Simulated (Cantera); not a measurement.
**Ignition delay**

Mixture: CH₄ : O₂ : N₂ = 1 : 3.92 : 20.4 (molar parts), at 6150 Torr, adiabatic and at constant volume. Ignition delay is the time to a rise of 400 K.

Computed with Cantera and GRI-Mech 3.0 (53 species, 325 reactions).

```csv
T0 (K),delay (ms)
1175,7.76
1225,4.14
1275,2.28
1325,1.30
1375,0.755
1425,0.452
```

```yaml
apparent activation energy between 1325 and 1425 K: 170 kJ/mol
```
